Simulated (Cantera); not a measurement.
## Thermodynamics of iron carbonyl, mercury and lead vapours, feed Fe(CO)₅ + H₂

Input: 1 mol Fe(CO)₅, a varied amount of H₂, equilibrated at 923.15 K and 2.50 mbar.

Method: chemical equilibrium by Gibbs-energy minimisation in Cantera with the NASA 1993 tables (ideal gas, pure condensed phases). Candidate condensed phases: C, C₆H₆, C₇H₈, C₈H₁₈, Fe, Fe(CO)₅, FeO, Fe(OH)₂, Fe(OH)₃, Fe₂O₃, Fe₃O₄, H₂O; 114 gas species. Condensed phases not in the tables: cementite and carbon dissolved in iron. Rates play no part.

```csv
n(H₂) (mol),x H₂,x CO,x CO₂,x H₂O,x CH₄,x H,n C(graphite),n Fe(α)
7.4,0.597,0.401,0.00126,0.000921,0.000207,3.80e-9,0.0244,1.00
9,0.643,0.355,0.000991,0.000879,0.000240,3.94e-9,0.0228,1.00
11,0.687,0.311,0.000759,0.000822,0.000274,4.08e-9,0.0209,1.00
13,0.722,0.276,0.000600,0.000768,0.000303,4.18e-9,0.0191,1.00
16,0.762,0.237,0.000441,0.000695,0.000337,4.29e-9,0.0167,1.00
19,0.791,0.207,0.000338,0.000632,0.000364,4.37e-9,0.0145,1.00
23,0.821,0.178,0.000248,0.000562,0.000391,4.45e-9,0.0117,1.00
27,0.843,0.156,0.000190,0.000505,0.000413,4.51e-9,0.00902,1.00
33,0.868,0.131,0.000135,0.000438,0.000437,4.58e-9,0.00514,1.00
40,0.888,0.111,9.62e-5,0.000378,0.000458,4.63e-9,0.000742,1.00
48,0.905,0.0939,7.59e-5,0.000358,0.000434,4.68e-9,0,1.00
58,0.920,0.0790,5.99e-5,0.000342,0.000402,4.72e-9,0,1.00
70,0.933,0.0663,4.70e-5,0.000324,0.000371,4.75e-9,0,1.00
```
x: gas mole fraction; n: condensed amount in mol.

From 7.4 mol H₂ to 40 mol H₂ the condensed part is C(graphite) + Fe(α). From 48 mol H₂ to 70 mol H₂ the condensed part is Fe(α).
